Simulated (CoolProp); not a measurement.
Vapour-liquid equilibrium of R134a (1) + R236FA (2) at 39.55 °C; x and y are mole fractions of (1).

Model: multi-fluid Helmholtz-energy mixture model, Tillner-Roth 1994 and Pan 2012; pair parameters Bell 2016, in CoolProp.

```tsv
x	bubble pressure (MPa)	y at the bubble point	dew pressure at overall composition x (MPa)	liquid density (mol/L)
0.05	0.4567	0.096	0.4440	8.712
0.2	0.5353	0.333	0.4883	9.048
0.35	0.6162	0.517	0.5419	9.406
0.5	0.7001	0.664	0.6079	9.788
0.65	0.7872	0.786	0.6911	10.20
0.8	0.8779	0.887	0.7990	10.63
0.95	0.9722	0.974	0.9442	11.10
```

No azeotrope shows between x = 0.05 and 0.95.

The pair parameters rest on a limited set of measurements; away from them the model extrapolates.
